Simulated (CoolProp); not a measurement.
Vapour-liquid equilibrium of CH2F2 (R32) (1) + R123 (2) at 246 kPa; x and y are mole fractions of (1).

Computed with CoolProp (multi-fluid Helmholtz-energy mixture model, Tillner-Roth 1997 and Younglove 1994; pair parameters Bell 2016).

Q: Give the bubble temperature and the first vapour's composition at x = 0.05, 0.2, 0.95. Is there an azeotrope?

A: x = 0.05: 35.2 °C, y = 0.470; x = 0.2: 1.4 °C, y = 0.873; x = 0.95: -31.4 °C, y = 0.997. No azeotrope shows between x = 0.05 and 0.95.

Pair parameters are fitted to limited data, so mixtures are less certain than the pure fluids.
